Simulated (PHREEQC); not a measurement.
**Brine: an equilibrium model**

Make-up at 25 °C: 140 mmol/kgw HCl, 8.8 mmol/kgw H3BO3 and 0.38 mmol/kgw LiCl. Closed to the air; pH follows from the charge balance.

Computed with PHREEQC (ion-association model, phreeqc.dat).

Each row changes one thing in this solution. No solid was allowed to form.

```csv
case,pH,ionic strength (mol/kgw),H2BO3- (mol/kgw)
as made,0.94,0.140,6.03e-11
0.11 mol/kgw NH3 added,1.61,0.140,2.82e-10
diluted 2-fold with water,1.23,0.0702,5.46e-11
LiCl left out,0.94,0.140,6.03e-11
HCl from 0.14 to 0.21 mol/kgw,0.78,0.210,4.27e-11
temperature from 25 to 70 °C,0.95,0.140,1.28e-10
H3BO3 from 0.0088 to 0.088 mol/kgw,0.94,0.140,6.03e-10
0.013 mol/kgw NH4BF4 added,0.95,0.152,7.20e-11
HCl replaced by NH4Cl at the same molality,5.15,0.140,9.66e-7
```

Constants without temperature data keep their 25 °C values here. Real BF4- forms and hydrolyses slowly; the run takes it at equilibrium.
